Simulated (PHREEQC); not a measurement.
Make-up at 25 °C: 0.017 mol/kgw NH3 and 0.00023 mol/kgw K2SO4. It is in equilibrium with CO2 at log p = -1 (atm). Otherwise closed; pH follows from the charge balance.

Equilibrium calculation in PHREEQC: ion-association model, phreeqc.dat.

Each row changes one thing in this solution. No solid was allowed to form.

```
case                                             pH  ionic strength (mol/kgw)  HCO3- (mol/kgw)  SO4-2 (mol/kgw)  NH3 (mol/kgw)  NH4SO4- (mol/kgw)
---------------------------------------------  ----  ------------------------  ---------------  ---------------  -------------  -----------------
as made                                        6.99                    0.0176           0.0169         0.000203        8.21e-5            2.63e-5
NH3 replaced by NH4Cl at the same molality     4.41                    0.0177          4.40e-5         0.000203        2.14e-7            2.63e-5
diluted 10-fold with water                     6.03                   0.00177          0.00170          2.26e-5        9.90e-7            4.10e-7
K2SO4 replaced by Li2SO4 at the same molality  6.99                    0.0176           0.0169         0.000204        8.21e-5            2.63e-5
NH3 replaced by NH4HF2 at the same molality    3.16                    0.0184                …         0.000196        1.20e-8            2.51e-5
K2SO4 from 0.00023 to 0.00115 mol/kgw          6.99                    0.0201           0.0169          0.00101        8.03e-5           0.000126
K2SO4 from 0.00023 to 0.00046 mol/kgw          6.99                         …           0.0169         0.000407        8.16e-5            5.20e-5
K2SO4 from 0.00023 to 0.000207 mol/kgw         6.99                    0.0175           0.0169         0.000183        8.21e-5            2.36e-5
NH3 from 0.017 to 0.0085 mol/kgw               6.71                   0.00914          0.00847         0.000214        2.21e-5                  …
```

Question: Complete the blanks.

Answer: 
- NH3 replaced by NH4HF2 at the same molality, HCO3- (mol/kgw): 2.47e-6
- K2SO4 from 0.00023 to 0.00046 mol/kgw, ionic strength (mol/kgw): 0.0182
- NH3 from 0.017 to 0.0085 mol/kgw, NH4SO4- (mol/kgw): 1.57e-5
